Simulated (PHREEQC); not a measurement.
Dissolve 6.4 mmol/kgw KOH and 8.1 mmol/kgw K2SO4 at 20 °C. Closed to the air; pH follows from the charge balance.

The numbers come from PHREEQC with the ion-association model, wateq4f.dat.

```
quantity                  before   after
------------------------  ------  ------
pH                         11.90   11.28
ionic strength (mol/kgw)  0.0296  0.0292
K+ (mol/kgw)              0.0220  0.0219
```

### Question
What was changed between the two runs?
(A) K2SO4 left out
(B) temperature from 20 to 40 °C
(C) K2SO4 from 0.0081 to 0.081 mol/kgw
(D) K2SO4 replaced by Al2(SO4)3 at the same molality

### Answer
B, temperature from 20 to 40 °C

No solid was allowed to form. Constants without temperature data keep their 25 °C values here.
